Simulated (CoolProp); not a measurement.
o-xylene along the isotherm 567.3 K: Z from the reference equation and from simpler models built on Tc = 630.3 K, pc = 3.737 MPa, ω = 0.312; each cubic takes its own stable root.

Values from CoolProp's reference Helmholtz-energy equation of state, Zhou 2012.

```json
[
 {"p (MPa)": "0.667", "phase": "gas", "reference": "0.8979", "van der Waals": "0.9272", "Soave-Redlich-Kwong": "0.9072"},
 {"p (MPa)": "1.33", "phase": "gas", "reference": "0.7716", "van der Waals": "0.8423", "Soave-Redlich-Kwong": "0.7962"},
 {"p (MPa)": "2", "phase": "liquid", "reference": "0.07719", "van der Waals": "0.7325", "Soave-Redlich-Kwong": "0.09293"},
 {"p (MPa)": "2.67", "phase": "liquid", "reference": "0.1019", "van der Waals": "0.1764", "Soave-Redlich-Kwong": "0.1217"},
 {"p (MPa)": "3.34", "phase": "liquid", "reference": "0.1263", "van der Waals": "0.2128", "Soave-Redlich-Kwong": "0.1497"},
 {"p (MPa)": "4", "phase": "liquid", "reference": "0.1500", "van der Waals": "0.2481", "Soave-Redlich-Kwong": "0.1767"},
 {"p (MPa)": "4.67", "phase": "liquid", "reference": "0.1737", "van der Waals": "0.2834", "Soave-Redlich-Kwong": "0.2036"},
 {"p (MPa)": "5.34", "phase": "liquid", "reference": "0.1972", "van der Waals": "0.3182", "Soave-Redlich-Kwong": "0.2300"},
 {"p (MPa)": "6.01", "phase": "liquid", "reference": "0.2205", "van der Waals": "0.3526", "Soave-Redlich-Kwong": "0.2561"},
 {"p (MPa)": "6.67", "phase": "liquid", "reference": "0.2433", "van der Waals": "0.3860", "Soave-Redlich-Kwong": "0.2814"},
 {"p (MPa)": "7.34", "phase": "liquid", "reference": "0.2662", "van der Waals": "0.4196", "Soave-Redlich-Kwong": "0.3067"},
 {"p (MPa)": "8.01", "phase": "liquid", "reference": "0.2889", "van der Waals": "0.4529", "Soave-Redlich-Kwong": "0.3318"},
 {"p (MPa)": "8.68", "phase": "liquid", "reference": "0.3114", "van der Waals": "0.4858", "Soave-Redlich-Kwong": "0.3566"},
 {"p (MPa)": "9.34", "phase": "liquid", "reference": "0.3335", "van der Waals": "0.5180", "Soave-Redlich-Kwong": "0.3807"}
]
```

At some of these states van der Waals gives the other phase, because its saturation line lies elsewhere.
